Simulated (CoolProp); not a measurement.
R1233zd(E) along the isotherm 38.25 °C: Z from the reference equation and from simpler models built on Tc = 165.7 °C, pc = 3.583 MPa, ω = 0.304; each cubic takes its own stable root.

The numbers come from the reference Helmholtz-energy equation of state, Akasaka 2022 in CoolProp.

```csv
p (MPa),phase,reference,van der Waals,Redlich-Kwong,Peng-Robinson
0.689,liquid,0.02819,0.8523,0.03301,0.02777
1.38,liquid,0.05635,0.09513,0.06579,0.05546
2.07,liquid,0.08436,0.1415,0.09823,0.08296
2.76,liquid,0.1123,0.1872,0.1304,0.1103
3.44,liquid,0.1397,0.2317,0.1618,0.1372
4.13,liquid,0.1674,0.2763,0.1935,0.1643
4.82,liquid,0.1950,0.3205,0.2249,0.1912
5.51,liquid,0.2226,0.3643,0.2561,0.2181
6.2,liquid,0.2500,0.4077,0.2871,0.2449
6.89,liquid,0.2774,0.4508,0.3179,0.2715
7.58,liquid,0.3047,0.4935,0.3486,0.2981
8.27,liquid,0.3319,0.5359,0.3791,0.3245
8.96,liquid,0.3590,0.5781,0.4094,0.3509
```

At some of these states van der Waals gives the other phase, because its saturation line lies elsewhere.
